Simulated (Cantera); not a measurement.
An isothermal, constant-pressure homogeneous reactor starts with 3.09 % H₂, 37.3 % O₂, 59.6 % N₂, equivalence ratio 0.042, at 1275 K and 2.70 Torr.

Detailed kinetics in Cantera: the H2/O2 subset of GRI-Mech 3.0, which has no nitrogen chemistry. Radical loss at walls, strong at low pressure, is not modelled.

One state of this run: x H₂ = 0.000718; x O₂ = 0.349; x OH = 0.00246; x H₂O₂ = 1.06e-8; x H₂O = 0.0261; x HO₂ = 3.18e-7. x: mole fraction; the columns are a selection and need not sum to one.

Task: Which value of t (s) does it belong to?
A. 4.00
B. 0.0103
C. 0.00187
D. 0.0566

Result: D, 0.0566
